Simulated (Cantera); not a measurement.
# trisilylamine + N2 (silicon nitride deposition)

Charge: 1 mol trisilylamine, a varied amount of N2, held at 1950 K and 1.33 mbar.

These are equilibrium values from Cantera (NASA tables, ideal gas, pure condensed phases), not measurements of a reactor. Candidate condensed phases: Si, Si3N4; 18 gas species. The feed counts by its element totals alone. The tables' values for SiN are old estimates; treat these amounts as uncertain. Gases not in the tables: Si2H6 and higher silanes. Equilibrium is a limit: real reactors are often held back by kinetics, nucleation or transport.

From 0.38 mol N2 to 37 mol N2 the condensed part is Si(l). The main Si-bearing gas is Si throughout. The share of Si in condensed phases is highest at 0.38 mol N2 (96.5 %) and lowest at 37 mol N2 (72.6 %).

```
n(N2) (mol)   x N2    x H2      x H    x Si     x SiH  n Si(l)
-----------  -----  ------  -------  ------  --------  -------
0.38         0.158   0.795   0.0280  0.0179  0.000445     2.89
0.81         0.218   0.736   0.0269  0.0179  0.000428     2.89
1.7          0.318   0.638   0.0251  0.0179  0.000399     2.87
3.7          0.468   0.491   0.0220  0.0179  0.000350     2.83
8            0.636   0.328   0.0180  0.0179  0.000286     2.74
17           0.775   0.192   0.0138  0.0179  0.000219     2.57
37           0.872  0.0996  0.00991  0.0179  0.000157     2.18
```
x: gas mole fraction; n: condensed amount in mol.
